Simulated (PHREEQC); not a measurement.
Solution (25 °C): 0.23 mol/kgw K2HPO4, 0.00024 mol/kgw NaHSO4 and 0.077 mol/kgw KBr. Closed to the air; pH follows from the charge balance.

The numbers come from PHREEQC with the ion-association model, phreeqc.dat.

This is a speciation only: nothing precipitates in the calculation.

What pH does the model give?

pH 8.89.

In which forms is P present?

HPO4-2 85 %, KHPO4- 15 % of the P.

Caution: at this ionic strength the ion-association model is outside its range; a Pitzer model would be the better tool where its parameters exist. Species that the database lacks are ignored.
